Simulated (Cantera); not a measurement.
**Ta(OEt)₅ + O₂ + H₂ (tantalum, niobium, vanadium and zirconium in process gases)**

A closed system holds: 1 mol Ta(OEt)₅, 0.035 mol O₂, 250 mol H₂, held at 0.110 Pa.

Cantera equilibrium calculation (NASA polynomials, part measured and part estimated; ideal gas, pure solids and liquids). Candidate condensed phases: C, C₆H₆, C₇H₈, C₈H₁₈, H₂O, Ta, TaC, Ta₂O₅; 113 gas species. The feed counts by its element totals alone. TaC: taken at fixed stoichiometry. Condensed phases not in the tables: Ta₂C. The numbers say what is thermodynamically allowed, not how fast it happens.

```json
[
 {"T (°C)": "1577", "x H": "0.395", "x H₂": "0.590", "x CO": "0.0152", "x C": "8.39e-7", "x C₃": "4.60e-7", "x C₂": "3.82e-8", "n C(graphite)": "3.83", "n TaC(s)": "1.00"},
 {"T (°C)": "1627", "x H": "0.518", "x H₂": "0.468", "x CO": "0.0140", "x C": "2.86e-6", "x C₃": "1.88e-6", "x C₂": "1.57e-7", "n C(graphite)": "3.80", "n TaC(s)": "1.00"},
 {"T (°C)": "1677", "x H": "0.642", "x H₂": "0.345", "x CO": "0.0129", "x C": "9.17e-6", "x C₃": "7.12e-6", "x C₂": "5.98e-7", "n C(graphite)": "3.76", "n TaC(s)": "1.00"},
 {"T (°C)": "1727", "x H": "0.752", "x H₂": "0.235", "x CO": "0.0118", "x C": "2.77e-5", "x C₃": "2.52e-5", "x C₂": "2.13e-6", "n C(graphite)": "3.72", "n TaC(s)": "1.00"},
 {"T (°C)": "1777", "x H": "0.838", "x H₂": "0.150", "x CO": "0.0110", "x C": "7.92e-5", "x C₃": "8.37e-5", "x C₂": "7.14e-6", "n C(graphite)": "3.61", "n TaC(s)": "1.00"},
 {"T (°C)": "1827", "x H": "0.898", "x H₂": "0.0913", "x CO": "0.0104", "x C": "0.000215", "x C₃": "0.000262", "x C₂": "2.25e-5", "n C(graphite)": "3.26", "n TaC(s)": "1.00"},
 {"T (°C)": "1877", "x H": "0.934", "x H₂": "0.0540", "x CO": "0.0101", "x C": "0.000559", "x C₃": "0.000779", "x C₂": "6.74e-5", "n C(graphite)": "2.24", "n TaC(s)": "1.00"},
 {"T (°C)": "1927", "x H": "0.955", "x H₂": "0.0316", "x CO": "0.00984", "x C": "0.00132", "x C₃": "0.00188", "x C₂": "0.000173", "n C(graphite)": "0", "n TaC(s)": "1.000"},
 {"T (°C)": "1977", "x H": "0.968", "x H₂": "0.0187", "x CO": "0.00971", "x C": "0.00214", "x C₃": "0.00159", "x C₂": "0.000217", "n C(graphite)": "0", "n TaC(s)": "1.000"},
 {"T (°C)": "2027", "x H": "0.974", "x H₂": "0.0112", "x CO": "0.00963", "x C": "0.00326", "x C₃": "0.00120", "x C₂": "0.000249", "n C(graphite)": "0", "n TaC(s)": "1.000"},
 {"T (°C)": "2077", "x H": "0.978", "x H₂": "0.00676", "x CO": "0.00958", "x C": "0.00459", "x C₃": "0.000760", "x C₂": "0.000250", "n C(graphite)": "0", "n TaC(s)": "1.000"}
]
```
x: gas mole fraction; n: condensed amount in mol.

From 1577 °C to 1877 °C the condensed part is C(graphite) + TaC(s). From 1927 °C to 2077 °C the condensed part is TaC(s).
